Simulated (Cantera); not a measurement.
Feed: 1 mol HMDSO, 1.3 mol H2O, 3.8 mol H2, 26 mol N2O, equilibrated at 1.00 bar.

These are equilibrium values from Cantera (NASA tables, ideal gas, pure condensed phases), not measurements of a reactor. Candidate condensed phases: C, C6H6, C7H8, C8H18, H2O, Si, SiC, SiO2, Si2N2O, Si3N4; 151 gas species. The feed counts by its element totals alone. The tables hold silica as quartz up to 1696 K and as liquid above; real silica turns to tridymite and cristobalite and melts near 1996 K. Gases not in the tables: Si(OH)4. Rates play no part.

Q: Which condensed phases are stable at each of these points (T (K)): 673, 723, 773, 823, 873, 923, 973, 1023, 1073, 1123, 1173, 1223?

A: 
| T (K) | condensed phases | Si condensed (%) |
|---|---|---|
| 673 | SiO2(α-quartz) | 100.0 |
| 723 | SiO2(α-quartz) | 100.0 |
| 773 | SiO2(α-quartz) | 100.0 |
| 823 | SiO2(α-quartz) | 100.0 |
| 873 | SiO2(β-quartz) | 100.0 |
| 923 | SiO2(β-quartz) | 100.0 |
| 973 | SiO2(β-quartz) | 100.0 |
| 1023 | SiO2(β-quartz) | 100.0 |
| 1073 | SiO2(β-quartz) | 100.0 |
| 1123 | SiO2(β-quartz) | 100.0 |
| 1173 | SiO2(β-quartz) | 100.0 |
| 1223 | SiO2(β-quartz) | 100.0 |

From 673 K to 823 K the condensed part is SiO2(α-quartz). From 873 K to 1223 K the condensed part is SiO2(β-quartz).
